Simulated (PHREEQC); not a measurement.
NaOH is added in steps, without added water, to 1 kg of water holding 0.023 mol/kgw HF, 0.081 mol/kgw NH4HF2 and 0.013 mol/kgw H3PO4, at 20 °C. O2 is buffered at 0.21 atm. CO2 is held at log p = -2 (atm). Solids allowed: Nahcolite, Natron. Others were left out.

Base run: PHREEQC, ion-association model, wateq4f.dat. Each further column changes one thing. The table gives H3PO4 (mol/kgw).

| NaOH added (mol) | base | diluted 100-fold with water | NH4HF2 left out | 0.00093 mol/kgw Na2SeO4 added | no solid may form |
|---|---|---|---|---|---|
| 0 | 0.00147 | … | 0.00647 | 0.00147 | 0.00147 |
| 0.008625 | 0.00124 | … | 0.00414 | 0.00124 | 0.00124 |
| 0.01725 | 0.00104 | 2.15e-11 | 0.00201 | 0.00104 | 0.00104 |
| 0.02587 | 0.000876 | 9.16e-12 | 0.000736 | 0.000876 | 0.000876 |
| 0.0345 | 0.000731 | 5.02e-12 | 7.96e-5 | 0.000731 | 0.000731 |
| 0.04312 | 0.000605 | 3.16e-12 | 1.17e-7 | 0.000606 | 0.000605 |
| 0.04888 | 0.000531 | 2.44e-12 | 2.34e-8 | 0.000531 | 0.000531 |
| 0.0575 | 0.000430 | 1.74e-12 | 4.09e-9 | 0.000431 | 0.000430 |
| 0.06613 | 0.000342 | 1.31e-12 | 1.40e-9 | 0.000343 | 0.000342 |
| 0.07475 | 0.000265 | 1.02e-12 | … | 0.000265 | 0.000265 |
| 0.08338 | 0.000197 | 8.23e-13 | 3.97e-10 | 0.000197 | 0.000197 |
| 0.092 | 0.000137 | … | 2.60e-10 | 0.000137 | 0.000137 |

Some entries are withheld; supply them.


- 0, diluted 100-fold with water: 7.39e-6
- 0.008625, diluted 100-fold with water: 9.28e-11
- 0.07475, NH4HF2 left out: 6.79e-10
- 0.092, diluted 100-fold with water: 6.77e-13

wateq4f.dat counts part of the HF as a dimer, H2F2, which phreeqc.dat doesn't know; its constant is uncertain. H3PO4, which wateq4f.dat lacks, is added to it with the constant of phreeqc.dat.
